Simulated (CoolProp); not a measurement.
The numbers come from the reference Helmholtz-energy equation of state, Akasaka 2015 in CoolProp.

### Question
For R245fa, give the phase and the cp (kJ/(kg K)), cv (kJ/(kg K)), expansivity (1/kK) at 440 K and 3800 kPa; 440 K and 7610 kPa; 440 K and 9130 kPa.

### Answer
- 440 K and 3800 kPa: supercritical; cp 2.23, cv 1.19, expansivity 20.1
- 440 K and 7610 kPa: supercritical; cp 1.83, cv 1.16, expansivity 7.09
- 440 K and 9130 kPa: supercritical; cp 1.72, cv 1.15, expansivity 5.46
